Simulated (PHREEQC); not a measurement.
Consider water at 20 °C with 0.029 mol Cs2SO4 per kg of water. Closed to the air; pH follows from the charge balance.

All values are PHREEQC results (ion-association model, wateq4f.dat), not measurements.

```tsv
quantity	before	after
pH	7.22	7.09
HSO4- (mol/kgw)	7.54e-8	1.87e-9
```

### Question
Which change was made?
A) Cs2SO4 from 0.029 to 0.0029 mol/kgw
B) 0.0075 mol/kgw NaF added
C) Cs2SO4 from 0.029 to 0.0058 mol/kgw
D) diluted 10-fold with water
E) diluted 100-fold with water

### Answer
E, diluted 100-fold with water

No solid was allowed to form.
